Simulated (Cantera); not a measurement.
An isothermal, constant-pressure homogeneous reactor starts with NH3 : H2 = 1 : 0.16 (molar parts), at 2350 K and 760 Torr.

Model: the gas-phase N/H chemistry of the illustrative SiF4/NH3 mechanism in the Surface Chemkin manual (1991), integrated in Cantera. Walls and surfaces, which speed up NH3 decomposition in real reactors, are not modelled.

One state of this run: x NH3 = 0.000322; x H2 = 0.759; x NH = 4.23e-6; x N2H4 = 8.95e-12; x N2H2 = 1.14e-9; x N2 = 0.230; x H = 0.0107. x: mole fraction; the columns are a selection and need not sum to one.

Problem. Which value of t (s) does it belong to?
(A) 9.00
(B) 0.0149
(C) 1.81
(D) 0.0738

Solution. B, 0.0149
